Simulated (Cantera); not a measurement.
Charge: 1 mol SiF4, 1.3 mol O2, held at 1748.15 K and 1100 Pa.

Method: chemical equilibrium by Gibbs-energy minimisation in Cantera with the NASA 1993 tables (ideal gas, pure condensed phases). Candidate condensed phases: Si, SiO2; 17 gas species. The tables' values for SiF3 are old estimates; treat these amounts as uncertain. Equilibrium is a limit: real reactors are often held back by kinetics, nucleation or transport.

Base state: O2 0.565, SiF4 0.435, O 0.000526, F 9.58e-5, SiF3 6.58e-5 (mole fractions); condensed: gas only.

Problem. What changes in the equilibrium state with this change: temperature from 1748.15 K to 1848.15 K?

Solution. 
```tsv
species	before	after
O2	0.565	0.564
SiF4	0.435	0.434
O	0.000526	0.00136
SiF3	6.58e-5	0.000236
F	9.58e-5	0.000257
```
